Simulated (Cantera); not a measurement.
Input: 1 mol SiC, 0.91 mol O₂, 220 mol N₂, held at 1000 Pa.

Cantera equilibrium calculation (NASA polynomials, part measured and part estimated; ideal gas, pure solids and liquids). Candidate condensed phases: C, Si, SiC, SiO₂, Si₂N₂O, Si₃N₄; 34 gas species. The tables' values for SiN are old estimates; treat these amounts as uncertain. Rates play no part. All values below are at 1650 °C.

Base state: N₂ 0.991, CO 0.00449, SiO 0.00371, Si 0.000714, SiN 2.24e-5, Si₂C 1.39e-5, Si₂N 1.33e-5 (mole fractions); condensed: gas only.

Q: What changes in the equilibrium state with this change: O₂ from 0.91 to 1.6 mol?

A: 
```csv
species,before,after
N₂,0.991,0.995
CO,0.00449,0.00288
CO₂,<1e-9,0.00164
SiO,0.00371,0.000839
Si,0.000714,<1e-9
NO,<1e-9,5.81e-5
"SiO₂(condensed), mol",0,0.813
```
The tables hold silica as quartz up to 1696 K and as liquid above; real silica turns to tridymite and cristobalite and melts near 1996 K.
